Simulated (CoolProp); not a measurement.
Vapour-liquid equilibrium of propylene (1) + isobutane (2) at 1.05 bar; x and y are mole fractions of (1).

Model: multi-fluid Helmholtz-energy mixture model, Lemmon 2013 and Bücker 2006; pair parameters Bell 2016, in CoolProp.

Question: Give the bubble temperature and the first vapour's composition at x = 0.25, 0.35, 0.65. Is there an azeotrope?

Answer: x = 0.25: -24.7 °C, y = 0.543; x = 0.35: -27.6 °C, y = 0.640; x = 0.65: -36.5 °C, y = 0.877. No azeotrope shows between x = 0.05 and 0.95.

The pair parameters rest on a limited set of measurements; away from them the model extrapolates. The gap from Raoult's law changes sign with composition, which may be real or a fault of the pair parameters; it wasn't checked against measurements.
